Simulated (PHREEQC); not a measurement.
**Leach liquor: speciation**

Consider water at 15 °C with 68 mmol/kgw H2SO4, 50 mmol/kgw Al2(SO4)3 and 150 mmol/kgw Na2SO4. Closed to the air; pH follows from the charge balance.

All values are PHREEQC results (ion-association model, wateq4f.dat), not measurements.

Each row changes one thing in this solution. This is a speciation only: nothing precipitates in the calculation.

| case | pH | ionic strength (mol/kgw) | SO4-2 (mol/kgw) | HSO4- (mol/kgw) | AlSO4+ (mol/kgw) | Al(SO4)2- (mol/kgw) | SI of Gibbsite (Al(OH)3) | SI of Boehmite (AlOOH) |
|---|---|---|---|---|---|---|---|---|
| as made | 1.48 | 0.520 | 0.113 | 0.0921 | 0.0548 | 0.0386 | -7.52 | -8.13 |
| diluted 100-fold with water | 2.96 | 0.00917 | 0.00271 | 0.000175 | 0.000693 | 3.86e-5 | -3.71 | -4.32 |
| Na2SO4 left out | 1.27 | 0.250 | 0.0411 | 0.0670 | 0.0650 | 0.0221 | -7.72 | -8.33 |
| Na2SO4 replaced by NiSO4 at the same molality | 1.41 | 0.488 | 0.0880 | 0.0850 | 0.0585 | 0.0329 | -7.59 | -8.19 |
| 0.054 mol/kgw HBr added | 1.28 | 0.546 | 0.0958 | 0.121 | 0.0577 | 0.0337 | -8.01 | -8.62 |
| Na2SO4 replaced by CuSO4 at the same molality | 1.42 | 0.495 | 0.0899 | 0.0855 | 0.0583 | 0.0332 | -7.58 | -8.19 |
| temperature from 15 to 25 °C | 1.52 | 0.509 | 0.108 | 0.0965 | 0.0552 | 0.0385 | -6.83 | -7.30 |
| diluted 10-fold with water | 2.17 | 0.0706 | 0.0196 | 0.00552 | 0.00706 | 0.00176 | -5.79 | -6.40 |
